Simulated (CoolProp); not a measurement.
Vapour-liquid equilibrium of R113 (1) + ethanol (2) at 121.45 °C; x and y are mole fractions of (1).

Model: multi-fluid Helmholtz-energy mixture model, Marx 1992 and Schroeder 2014; pair parameters Bell 2016, in CoolProp.

Give the bubble pressure and the first vapour's composition at x = 0.35, 0.75, 0.95. Is there an azeotrope?

x = 0.35: 0.8596 MPa, y = 0.551; x = 0.75: 0.8743 MPa, y = 0.678; x = 0.95: 0.7624 MPa, y = 0.891. y crosses x between x = 0.55 and 0.65: the model has an azeotrope there.

The pair parameters rest on a limited set of measurements; away from them the model extrapolates. With so large a gap from Raoult's law the liquid may split in two, which this calculation doesn't test in full.
